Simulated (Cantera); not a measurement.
An adiabatic, constant-pressure homogeneous reactor starts with 38.7 % H2, 12.9 % O2, 48.3 % N2, 0.104 % NO, at 1150 K and 2500000 Pa.

Computed with Cantera and GRI-Mech 3.0 (53 species, 325 reactions). The hydrogen kinetics of GRI-Mech 3.0 are dated; newer H2 mechanisms differ, most at raised pressure. The pressure lies above the range GRI-Mech 3.0 was tuned for (to about 10 atm). The mechanism lacks 2 NO + O2 → 2 NO2 and HONO, so NO2 and the effect of NO are under-described below about 1400 K.

x: mole fraction; the columns are a selection and need not sum to one.

```
t (s)     T (K)   x H2      x O2    x NO2    x HO2      x NO
--------  -----  -----  --------  -------  -------  --------
9.00e-6    1150  0.387     0.129  3.93e-6  1.71e-6   0.00104
3.27e-5    1155  0.386     0.128      [?]      [?]       [?]
0.000119   2893  0.146  0.000151  8.79e-8  5.77e-7   0.00105
0.000433   2894  0.146  0.000152  7.91e-8  5.80e-7  0.000943
0.00157    2894  0.146  0.000152  7.91e-8  5.80e-7  0.000943
0.00572    2894  0.146  0.000152  7.91e-8  5.80e-7  0.000943
0.0208     2894  0.146  0.000152  7.91e-8  5.80e-7  0.000943
0.0756     2894  0.146  0.000152  7.91e-8  5.80e-7  0.000943
0.275      2894  0.146  0.000152  7.91e-8  5.80e-7  0.000943
1.00       2894  0.146  0.000152  7.91e-8  5.80e-7  0.000943
```

Q: Complete the blanks.

A: 
- 3.27e-5, x NO2: 0.000312
- 3.27e-5, x HO2: 7.57e-5
- 3.27e-5, x NO: 0.000728
